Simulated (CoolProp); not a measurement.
trans-2-butene along the isobar 22.4 bar: fugacity coefficient from the reference equation and from simpler models built on Tc = 155.5 °C, pc = 40.19 bar, ω = 0.210; each cubic takes its own stable root.

Values from CoolProp's reference Helmholtz-energy equation of state, Lemmon 2005. It is a short technical equation, of lower accuracy than the large ones.

```json
[
 {"T (°C)": "-16.65", "phase": "liquid", "reference": "0.02341"},
 {"T (°C)": "0.15", "phase": "liquid", "reference": "0.04594"},
 {"T (°C)": "16.95", "phase": "liquid", "reference": "0.08189"},
 {"T (°C)": "33.75", "phase": "liquid", "reference": "0.1349"},
 {"T (°C)": "50.55", "phase": "liquid", "reference": "0.2078"},
 {"T (°C)": "67.35", "phase": "liquid", "reference": "0.3026"},
 {"T (°C)": "84.15", "phase": "liquid", "reference": "0.4197"},
 {"T (°C)": "100.95", "phase": "liquid", "reference": "0.5580"},
 {"T (°C)": "117.75", "phase": "liquid", "reference": "0.7140"},
 {"T (°C)": "134.55", "phase": "gas", "reference": "0.7751"},
 {"T (°C)": "151.35", "phase": "gas", "reference": "0.8043"},
 {"T (°C)": "168.15", "phase": "gas", "reference": "0.8285"},
 {"T (°C)": "184.95", "phase": "gas", "reference": "0.8488"},
 {"T (°C)": "201.75", "phase": "gas", "reference": "0.8661"},
 {"T (°C)": "218.55", "phase": "gas", "reference": "0.8810"}
]
```

Problem. How far does each simpler model (van der Waals, Redlich-Kwong, Soave-Redlich-Kwong, Peng-Robinson) lie from the reference over these 15 states: mean and median of the absolute difference, and the worst?

Solution. 
- van der Waals: mean 115.1 %, median 37.7 %, worst +583.0 % at -16.65 °C and 22.4 bar
- Redlich-Kwong: mean 19.9 %, median 13.6 %, worst +63.8 % at -16.65 °C and 22.4 bar
- Soave-Redlich-Kwong: mean 1.5 %, median 1.1 %, worst +3.2 % at 84.15 °C and 22.4 bar
- Peng-Robinson: mean 0.7 %, median 0.4 %, worst -1.5 % at 168.15 °C and 22.4 bar

At some of these states van der Waals, Redlich-Kwong gives the other phase, because its saturation line lies elsewhere.
